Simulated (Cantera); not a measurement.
Mixture: CH4 : O2 : N2 = 1 : 2.94 : 19.7 (molar parts), equivalence ratio 0.68, at 13500 Torr, adiabatic and at constant pressure. Ignition delay is the time to a rise of 400 K.

Computed with Cantera and GRI-Mech 3.0 (53 species, 325 reactions). The pressure lies above the range GRI-Mech 3.0 was tuned for (to about 10 atm).

Problem. What does this change do: constant volume in place of constant pressure?

Solution. 
| quantity | before | after |
|---|---|---|
| delay at 1075 K | 18.9 ms | 18.4 ms |
| delay at 1125 K | 9.25 ms | 8.95 ms |
| delay at 1175 K | 4.83 ms | 4.66 ms |
| delay at 1225 K | 2.66 ms | 2.55 ms |
| delay at 1275 K | 1.52 ms | 1.45 ms |
| delay at 1325 K | 0.894 ms | 0.851 ms |
| apparent activation energy between 1225 and 1325 K | 150 kJ/mol | 150 kJ/mol |
